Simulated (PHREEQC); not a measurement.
Dissolve 45 mmol/kgw H2SO4, 10 mmol/kgw NaCl and 5.5 mmol/kgw KCl at 10 °C. Closed to the air; pH follows from the charge balance.

The numbers come from PHREEQC with the Pitzer model, pitzer.dat.

Question: The ionic strength comes out as 0.101 mol/kgw. What activity coefficients do HSO4-, SO4-2, Cl-, Na+, H+ get?

Answer: HSO4- 0.79, SO4-2 0.30, Cl- 0.77, Na+ 0.79, H+ 0.78. Single-ion values are on the MacInnes scale.

This is a speciation only: nothing precipitates in the calculation. Complexes and solids missing from the database can't appear. Constants without temperature data keep their 25 °C values here.
